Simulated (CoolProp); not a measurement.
Octamethyltrisiloxane (MDM) along the isotherm 301.85 °C: fugacity coefficient from the reference equation and from simpler models built on Tc = 292.2 °C, pc = 1.438 MPa, ω = 0.528; each cubic takes its own stable root.

Values from CoolProp's reference Helmholtz-energy equation of state, Thol 2017.

| p (MPa) | phase | reference | van der Waals | Redlich-Kwong | Peng-Robinson |
|---|---|---|---|---|---|
| 0.399 | gas | 0.9141 | 0.9214 | 0.9114 | 0.9035 |
| 0.799 | gas | 0.8287 | 0.8428 | 0.8249 | 0.8113 |
| 1.2 | gas | 0.7422 | 0.7623 | 0.7388 | 0.7219 |
| 1.6 | supercritical | 0.6492 | 0.6692 | 0.6456 | 0.6308 |
| 2 | supercritical | 0.5513 | 0.5763 | 0.5515 | 0.5393 |
| 2.4 | supercritical | 0.4821 | 0.5128 | 0.4859 | 0.4736 |
| 2.8 | supercritical | 0.4323 | 0.4676 | 0.4386 | 0.4259 |
| 3.19 | supercritical | 0.3958 | 0.4350 | 0.4039 | 0.3906 |
| 3.59 | supercritical | 0.3669 | 0.4095 | 0.3762 | 0.3625 |
